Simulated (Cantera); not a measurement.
A closed system holds: 1 mol SiCl4, 0.031 mol C3H8, 260 mol H2, equilibrated at 2473 K.

Method: chemical equilibrium by Gibbs-energy minimisation in Cantera with the NASA 1993 tables (ideal gas, pure condensed phases). Candidate condensed phases: C, C6H6, C7H8, C8H18, Si, SiC; 109 gas species. The tables' values for SiCl are old estimates; treat these amounts as uncertain. Gases not in the tables: Si2H6 and higher silanes. The numbers say what is thermodynamically allowed, not how fast it happens.

x: gas mole fraction; nothing condenses.

```
P (Pa)   x H2     x H    x HCl      x Cl
------  -----  ------  -------  --------
100     0.491   0.494  0.00666   0.00475
400     0.691   0.293  0.00995   0.00299
1600        …       …        …         …
6300    0.898  0.0842   0.0136  0.000901
25000   0.938       …   0.0142         …
100000  0.960  0.0218   0.0143  0.000231
```

Complete the blanks.


- 1600, x H2: 0.823
- 1600, x H: 0.160
- 1600, x HCl: 0.0123
- 1600, x Cl: 0.00169
- 25000, x H: 0.0432
- 25000, x Cl: 0.000463
